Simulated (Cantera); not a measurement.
Feed: 1 mol TEOS, 0.15 mol N2O, 4.8 mol N2, equilibrated at 1750 K and 100000 Pa.

Method: chemical equilibrium by Gibbs-energy minimisation in Cantera with the NASA 1993 tables (ideal gas, pure condensed phases). Candidate condensed phases: C, C6H6, C7H8, C8H18, H2O, Si, SiC, SiO2, Si2N2O, Si3N4; 151 gas species. The feed counts by its element totals alone. Rates play no part.

Base state: H2 0.551, N2 0.245, CO 0.201, HCN 0.00176, SiO 0.000338, CH4 0.000277, H 0.000173, C2H2 (acetylene) 6.33e-5 (mole fractions); condensed: C(graphite) + Si2N2O(s).

Problem. What changes in the equilibrium state with this change: TEOS replaced by SiF4?

Solution. 
```csv
species,before,after
N2,0.245,0.821
SiF4,0,0.166
O2,<1e-9,0.0120
H2,0.551,0
CO,0.201,0
HCN,0.00176,0
NO,<1e-9,0.000852
"C(graphite), mol",4.31,0
"Si2N2O(s), mol",0.497,0
```
